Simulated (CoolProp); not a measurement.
R134a at 298.15 K and 1.29 MPa is throttled through a valve to 0.804 MPa with no heat exchange. Each further row changes one setting.

Computed with CoolProp (reference Helmholtz-energy equation of state, Tillner-Roth 1994).

```
case                       temperature change (K)                       final phase  final density (kg/m³)
-------------------------  ----------------------  --------------------------------  ---------------------
as stated                                    +0.0                            liquid                   1210
outlet pressure 0.241 MPa                   -30.3  two-phase, vapour fraction 0.205                   56.3
outlet pressure 1.05 MPa                     +0.0                            liquid                   1210
```
